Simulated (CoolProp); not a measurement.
Model: reference Helmholtz-energy equation of state, Fiedler 2023, in CoolProp.

Question: For tetrahydrofuran, give the phase and the cp (kJ/(kg K)), cv (kJ/(kg K)) at 138.45 °C and 0.765 bar; 130.55 °C and 0.529 bar; 61.75 °C and 18.2 bar.

Answer: 
- 138.45 °C and 0.765 bar: gas; cp 1.54, cv 1.42
- 130.55 °C and 0.529 bar: gas; cp 1.50, cv 1.38
- 61.75 °C and 18.2 bar: liquid; cp 1.86, cv 1.32
